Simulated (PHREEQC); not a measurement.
Solution (25 °C): 130 mmol/kgw KF. Closed to the air; pH follows from the charge balance.

All values are PHREEQC results (ion-association model, wateq4f.dat), not measurements.

```json
[
 {"quantity": "pH", "before": "8.10", "after": "7.64"},
 {"quantity": "ionic strength (mol/kgw)", "before": "0.130", "after": "0.130"}
]
```

Name the change that produced these shifts.
A. temperature from 25 to 40 °C
B. diluted 100-fold with water
C. KF from 0.13 to 0.117 mol/kgw
D. temperature from 25 to 80 °C
E. KF replaced by KOH at the same molality

D, temperature from 25 to 80 °C

This is a speciation only: nothing precipitates in the calculation. At this temperature some constants are extrapolated from 25 °C, and those without enthalpy data are left unchanged.
